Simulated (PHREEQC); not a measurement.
## Alkaline etch or developer: an equilibrium model

Make-up at 25 °C: 0.053 mol TMAH and 0.00017 mol (CH3)4NCl per kg of water. Closed to the air; pH follows from the charge balance.

Model: ion-association model, phreeqc.dat, run in PHREEQC.

```yaml
pH: 12.63
ionic_strength: 0.0532 mol/kgw
total_alkalinity: 53.0 meq/kg
```

```json
[
 {"species": "(CH3)4N+", "molality": "0.0532", "activity": "0.0432", "log γ": "-0.090"},
 {"species": "OH-", "molality": "0.0530", "activity": "0.0428", "log γ": "-0.093"},
 {"species": "Cl-", "molality": "0.000170", "activity": "0.000138", "log γ": "-0.091"}
]
```

This is a speciation only: nothing precipitates in the calculation. (CH3)4N+ isn't in the database: it is added as a free cation with an ion size of 4 Å.
